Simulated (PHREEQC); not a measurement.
0.37 g of hydrous ferric oxide (600 m²/g; 0.2 weak and 0.005 strong sites per Fe, Dzombak-Morel constants, diffuse double layer) in 1 kg of water with 0.1 mol/kgw of an inert sodium salt and 3.3e-05 mol/kgw Na2HAsO4 and 5.9e-05 mol/kgw PbCl2, at 25 °C; the pH is set by adding NaOH or the inert anion's acid. O2 is buffered at 0.21 atm. CO2 from the air is kept out. No solid was allowed to form.

Equilibrium calculation in PHREEQC: ion-association model, wateq4f.dat.

```csv
pH,As sorbed (%),Pb sorbed (%),surface charge σ (C/m²),surface potential ψ (mV)
3,100.0,1.6,0.346,150
3.38,100.0,7.2,0.335,149
4.12,100.0,29.9,0.293,142
4.5,100.0,35.3,[?],[?]
4.88,100.0,41.5,0.216,126
5.62,100.0,80.1,0.138,[?]
6,100.0,94.3,[?],90
6.38,100.0,[?],0.075,75
7.12,100.0,99.9,0.034,43
7.5,100.0,100.0,[?],25
7.88,100.0,100.0,[?],7
8.62,[?],100.0,-0.022,-28
9,98.9,100.0,-0.037,-46
```

### Question
What belongs in the gaps?

### Answer

- 4.5, surface charge σ (C/m²): 0.258
- 4.5, surface potential ψ (mV): 135
- 5.62, surface potential ψ (mV): 104
- 6, surface charge σ (C/m²): 0.104
- 6.38, Pb sorbed (%): 98.7
- 7.5, surface charge σ (C/m²): 0.019
- 7.88, surface charge σ (C/m²): 0.005
- 8.62, As sorbed (%): 99.6

Complexes and solids missing from the database can't appear. The database has no arsenate complexes of Pb. The oxide is taken as insoluble; below pH 4 it would dissolve.
